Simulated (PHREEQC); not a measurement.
0.5 g of hydrous ferric oxide (600 m²/g; 0.2 weak and 0.005 strong sites per Fe, Dzombak-Morel constants, diffuse double layer) in 1 kg of water with 0.1 mol/kgw of an inert sodium salt and 0.00067 mol BaCl2, at 25 °C; the pH is set by adding NaOH or the inert anion's acid. Oxygen is held at 0.21 atm. The system is closed to CO2. No solid was allowed to form.

Base run: PHREEQC, ion-association model, wateq4f.dat. Each further column changes one thing. The table gives surface charge σ (C/m²).

```tsv
pH	base	background salt from 0.1 to 0.01 mol/kgw	oxide from 0.5 to 2.5 g/kgw	0.0021 mol/kgw H3BO3 added
3	0.363	?	0.364	0.363
3.5	0.351	?	0.351	0.350
4	0.321	?	0.322	0.321
5	0.216	?	0.216	0.215
5.5	0.160	?	0.160	0.159
6	0.112	0.053	0.113	0.112
6.5	0.075	?	0.075	0.075
7	0.047	?	0.047	0.047
8	0.007	0.003	0.007	0.007
8.5	-0.010	-0.004	-0.010	-0.010
9	-0.027	-0.010	-0.028	-0.027
```

Task: What belongs in the gaps?

Result: 
- 3, background salt from 0.1 to 0.01 mol/kgw: 0.331
- 3.5, background salt from 0.1 to 0.01 mol/kgw: 0.284
- 4, background salt from 0.1 to 0.01 mol/kgw: 0.226
- 5, background salt from 0.1 to 0.01 mol/kgw: 0.120
- 5.5, background salt from 0.1 to 0.01 mol/kgw: 0.082
- 6.5, background salt from 0.1 to 0.01 mol/kgw: 0.033
- 7, background salt from 0.1 to 0.01 mol/kgw: 0.020

The oxide is taken as insoluble; below pH 4 it would dissolve.
